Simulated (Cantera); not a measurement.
Input (Python, Cantera) and output of one run.

```python
import numpy as np
import cantera as ct

gas_names = [...]  # 76 gases of nasa_gas.yaml made of C, H
cond_names = """
    C(gr) C6H6(L) C7H8(L) C8H18(L),n-octa
""".split()


# ... load() reads the species with a 1 bar reference pressure and builds the phases ...
atoms = {
    'C2H6': {'C': 2, 'H': 6},
    'H2': {'H': 2},
}
top_T = {'C(gr)': 4500}  # K; cautious upper limits of use, not melting points


# ... equilibrate(T, P, feed) seeds the gas with the atoms and calls Mixture.equilibrate('TP', solver="vcs", rtol=1e-11, max_steps=5000) ...
results = []
feed = {'C2H6': 1, 'H2': 0.5}  # mol
P = 3100  # Pa
for T in [1500, 1700, 1900, 2100, 2300, 2500, 2700]:
    mix = equilibrate(T, P, feed)
    results.append((T, P, feed, dict(zip(mix.species_names, mix.species_moles))))

top = {s: max(r[3][s] / sum(r[3][g] for g in gas_names) for r in results) for s in gas_names}
cols = sorted((s for s in top if top[s] > 0.001), key=lambda s: -top[s])[:5]
seen = [c for c in cond_names if any(r[3].get(c, 0) > 1e-12 for r in results)]
print("log10 of partial pressures in bar; condensed amounts in mol")
print(f"{'T/K':>10s}" + "".join(f"{s[:9]:>10s}" for s in cols + seen))
for T, P, feed, n in results:
    ng = sum(n[g] for g in gas_names)
    print(f"{T:10.4g}" + "".join(f"{np.log10(max(n[s] / ng * P / 1e5, 1e-99)):10.3f}" for s in cols)
          + "".join(f"{n.get(c, 0):10.4g}" for c in seen))
```

It prints:

```
log10 of partial pressures in bar; condensed amounts in mol
       T/K        H2         H C2H2,acet     C(gr)
      1500    -1.509    -5.509    -6.553         2
      1700    -1.509    -4.586    -5.643     1.999
      1900    -1.511    -3.856    -4.929     1.997
      2100    -1.517    -3.265    -4.357      1.99
      2300    -1.534    -2.781    -3.899      1.97
      2500    -1.575    -2.387    -3.541     1.929
      2700    -1.657    -2.074    -3.285     1.852
```

Equilibrium computed with Cantera from the NASA thermochemical tables; the gas is ideal and each condensed phase is pure.
